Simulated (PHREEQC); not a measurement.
A solution holds 0.043 mol/kgw CuSO4 and 0.00012 mol/kgw KCl, at 25 °C. Closed to the air; pH follows from the charge balance.

Equilibrium calculation in PHREEQC: ion-association model, wateq4f.dat.

### Question
The ionic strength comes out as 0.0989 mol/kgw. What activity coefficients do KSO4-, H+, Cu+2, Cl-, K+ get?

### Answer
KSO4- 0.79, H+ 0.83, Cu+2 0.40, Cl- 0.77, K+ 0.77.

This is a speciation only: nothing precipitates in the calculation. Examples of supersaturated solids here: Antlerite, Brochantite. Others may be too.
